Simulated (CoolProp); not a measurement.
A closed Brayton cycle with nitrogen: compressor inlet 309.15 K and 4.7 MPa, high pressure 10.9 MPa, turbine inlet 785 K, compressor efficiency 0.89, turbine efficiency 0.93, recuperator effectiveness 0.95 (on enthalpy, no pinch check). Each further row changes one setting.

Values from CoolProp's reference Helmholtz-energy equation of state, Span 2000.

```tsv
case	thermal efficiency (%)	net work (kJ/kg)	compressor to turbine work	compressor exit (K)	turbine exit (K)
as stated	36.7	68.1	0.60	405.0	636.2
turbine inlet 735 K	33.3	57.3	0.64	405.0	594.3
compressor inlet 319.15 K	35.1	64.6	?	418.0	636.2
high pressure 9.27 MPa	38.0	59.8	0.57	?	?
recuperator effectiveness 0.5	?	68.1	0.60	405.0	636.2
```

Q: Fill in the missing entries.

A: 
- compressor inlet 319.15 K, compressor to turbine work: 0.62
- high pressure 9.27 MPa, compressor exit (K): 384.7
- high pressure 9.27 MPa, turbine exit (K): 662.7
- recuperator effectiveness 0.5, thermal efficiency (%): 22.9
